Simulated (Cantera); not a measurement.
Charge: 1 mol MgO, 0.33 mol C, 6.7 mol H2, held at 8.50 bar.

Method: chemical equilibrium by Gibbs-energy minimisation in Cantera with the NASA 1993 tables (ideal gas, pure condensed phases). Candidate condensed phases: C, C6H6, C7H8, C8H18, H2O, Mg, MgCO3, MgO, Mg(OH)2; 116 gas species. Rates play no part.

Problem. What share of the Mg ends up in condensed phases as a function of T (°C), at 1425, 1575, 1725, 1875, 2025, 2175, 2325, 2475, 2625?

Solution. 
```
T (°C)  Mg condensed (%)      as
------  ----------------  ------
1425                98.9  MgO(s)
1575                93.5  MgO(s)
1725                70.0  MgO(s)
1875                66.9  MgO(s)
2025                65.9  MgO(s)
2175                62.3  MgO(s)
2325                52.7  MgO(s)
2475                33.3  MgO(s)
2625                 0.4  MgO(s)
```
